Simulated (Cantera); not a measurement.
Cantera run, input and output.

```python
import numpy as np
import cantera as ct

gas = ct.Solution("h2o2.yaml")


def delay(T, t_max=10):
    gas.TPX = T, 590000, {'H2': 1, 'O2': 0.455, 'N2': 1.71}
    reactor = ct.IdealGasReactor(gas, clone=False)
    net = ct.ReactorNet([reactor])
    net.rtol, net.atol = 1e-8, 1e-16
    while net.time < t_max:
        t_old, T_old = net.time, reactor.T
        net.step()
        if reactor.T > T + 400:  # ignition: a rise of 400 K
            return t_old + (T + 400 - T_old) / (reactor.T - T_old) * (net.time - t_old)
    return np.nan


taus = []
for T in [1098, 1198, 1298, 1398, 1498, 1598]:
    taus.append(delay(T))
    print(f"T0 = {T:6g} K   tau = {taus[-1]:.4e} s")

# d ln(tau) / d ln(k), from doubling and halving each rate constant
T, sens = 1598, []
for i in range(gas.n_reactions):
    gas.set_multiplier(2.0, i)
    up = delay(T)
    gas.set_multiplier(0.5, i)
    down = delay(T)
    gas.set_multiplier(1.0, i)
    sens.append((np.log(up / down) / np.log(4.0), gas.reaction(i).equation))
sens.sort(key=lambda x: -abs(x[0]))
print(f"sensitivities at {T} K")
for s, eq in sens[:10]:
    print(f"{s:8.3f}  {eq}")
```

Result:

```
T0 =   1098 K   tau = 6.6415e-04 s
T0 =   1198 K   tau = 1.7234e-05 s
T0 =   1298 K   tau = 5.8855e-06 s
T0 =   1398 K   tau = 3.3791e-06 s
T0 =   1498 K   tau = 2.2833e-06 s
T0 =   1598 K   tau = 1.6865e-06 s
sensitivities at 1598 K
  -0.645  H + O2 <=> O + OH
  -0.144  H2 + O <=> H + OH
  -0.098  H2 + OH <=> H + H2O
  -0.072  H + HO2 <=> H2 + O2
  -0.029  H + O2 + H2O <=> HO2 + H2O
  -0.013  H + HO2 <=> 2 OH
   0.011  H + O2 + M <=> HO2 + M
  -0.009  H + OH + M <=> H2O + M
   0.009  H + O2 + N2 <=> HO2 + N2
  -0.004  H + H2O2 <=> H2 + HO2
```

Model: the H2/O2 subset of GRI-Mech 3.0, which has no nitrogen chemistry, integrated in Cantera. The hydrogen kinetics of GRI-Mech 3.0 are dated; newer H2 mechanisms differ, most at raised pressure.
